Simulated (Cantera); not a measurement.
Equilibrium for iron carbonyl, mercury and lead vapours: Fe(CO)5 + H2 + N2

Charge: 1 mol Fe(CO)5, 2.1 mol H2, a varied amount of N2, held at 1050 °C and 75.0 Torr.

Cantera equilibrium calculation (NASA polynomials, part measured and part estimated; ideal gas, pure solids and liquids). Candidate condensed phases: C, C6H6, C7H8, C8H18, Fe, Fe(CO)5, FeO, Fe(OH)2, Fe(OH)3, Fe2O3, Fe3O4, H2O; 140 gas species. The numbers say what is thermodynamically allowed, not how fast it happens.

From 11 mol N2 to 94 mol N2 the condensed part is Fe(γ). The main Fe-bearing gas is Fe throughout.

| n(N2) (mol) | log p N2 | log p CO | log p H2 | log p HCN | log p CO2 | log p H2O | log p CH4 | log p H | n Fe(γ) |
|---|---|---|---|---|---|---|---|---|---|
| 11 | -1.22 | -1.56 | -1.94 | -5.25 | -5.44 | -5.55 | -6.12 | -6.77 | 1.00 |
| 19 | -1.14 | -1.72 | -2.09 | -5.42 | -5.63 | -5.74 | -6.56 | -6.85 | 1.000 |
| 26 | -1.10 | -1.82 | -2.20 | -5.53 | -5.76 | -5.87 | -6.85 | -6.90 | 1.000 |
| 34 | -1.08 | -1.91 | -2.29 | -5.64 | -5.87 | -5.98 | -7.11 | -6.95 | 1.000 |
| 41 | -1.07 | -1.98 | -2.36 | -5.72 | -5.96 | -6.06 | -7.30 | -6.98 | 1.000 |
| 49 | -1.06 | -2.05 | -2.43 | -5.80 | -6.04 | -6.15 | -7.49 | -7.01 | 1.000 |
| 56 | -1.05 | -2.10 | -2.48 | -5.86 | -6.10 | -6.21 | -7.63 | -7.04 | 1.000 |
| 64 | -1.05 | -2.15 | -2.53 | -5.92 | -6.16 | -6.27 | -7.77 | -7.06 | 1.000 |
| 71 | -1.04 | -2.19 | -2.57 | -5.97 | -6.21 | -6.32 | -7.89 | -7.09 | 1.000 |
| 79 | -1.04 | -2.24 | -2.61 | -6.03 | -6.27 | -6.38 | -8.00 | -7.11 | 1.000 |
| 86 | -1.03 | -2.27 | -2.65 | -6.07 | -6.31 | -6.42 | -8.10 | -7.12 | 1.000 |
| 94 | -1.03 | -2.31 | -2.68 | -6.11 | -6.35 | -6.46 | -8.19 | -7.14 | 1.000 |
log p: log10 of the partial pressure in bar; n: condensed amount in mol.
